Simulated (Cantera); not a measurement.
Source: NASA polynomial tables (part measured, part estimated), evaluated in Cantera. Values are per mole of reaction as written; species without (g) are pure solids or liquids, kept so even where they would boil at 1 bar.

10 N₂(g) + 12 H(g) + P₄O₁₀ → 10 N₂O(g) + 4 PH₃(g)

```csv
T (K),ΔH° (kJ),ΔS° (J/K),ΔG° (kJ),log10 K
300,…,…,…,…
448,…,…,…,…
498,1190.1,-587.5,1482.7,-155.51
548,1180.1,-606.7,1512.5,-144.17
598,…,…,…,…
648,1160.2,-639.9,1574.9,-126.95
```

Q: Some entries are withheld; supply them.

A: 
- 300, ΔH° (kJ): 1231.3
- 300, ΔS° (J/K): -481.6
- 300, ΔG° (kJ): 1375.8
- 300, log10 K: -239.54
- 448, ΔH° (kJ): 1200.2
- 448, ΔS° (J/K): -566.1
- 448, ΔG° (kJ): 1453.8
- 448, log10 K: -169.50
- 598, ΔH° (kJ): 1170.1
- 598, ΔS° (J/K): -624.0
- 598, ΔG° (kJ): 1543.3
- 598, log10 K: -134.80
